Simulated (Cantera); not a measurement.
An isothermal, constant-pressure homogeneous reactor starts with CH4 : N2 = 1 : 34 (molar parts), at 1923 K and 2600 Pa. Integrator tolerance rtol = 1e-08.

Computed with Cantera and GRI-Mech 3.0 (53 species, 325 reactions). GRI-Mech 3.0 stops at C3 and has no aromatics, soot or wall deposition, so with more carbon than oxygen in the feed, carbon stays in small species such as C2H2 where larger ones or solid carbon would form. Radical loss at walls, strong at low pressure, is not modelled.

```csv
quantity,before,after
x(CH4) at 8.00 s,1.04e-7 (gas-phase equilibrium 2.06e-7),0.0285 (gas-phase equilibrium 0.000187)
x(C2H4) at 8.00 s,1.54e-7 (gas-phase equilibrium 1.69e-8),6.96e-6 (gas-phase equilibrium 1.39e-5)
x(CH2) at 8.00 s,2.14e-9 (gas-phase equilibrium 4.27e-9),3.57e-11 (gas-phase equilibrium 1.02e-12)
x(CH3) at 8.00 s,5.98e-8 (gas-phase equilibrium 1.19e-7),5.89e-6 (gas-phase equilibrium 7.99e-8)
x(HCN) at 8.00 s,0.000145 (gas-phase equilibrium 0.0247),<1e-12 (gas-phase equilibrium 0.0212)
x(H2) at 8.00 s,0.0410 (gas-phase equilibrium 0.0411),2.30e-5 (gas-phase equilibrium 0.0414)
x(C2H2) at 8.00 s,0.0138 (gas-phase equilibrium 0.00151),4.89e-7 (gas-phase equilibrium 0.00316)
```

Problem. What was changed between the two runs?
A) temperature 1923 to 1550 K
B) pressure from 2600 Pa to 26.0 Pa
C) temperature 1923 to 1273 K
D) pressure from 2600 Pa to 101000 Pa

Solution. C, temperature 1923 to 1273 K
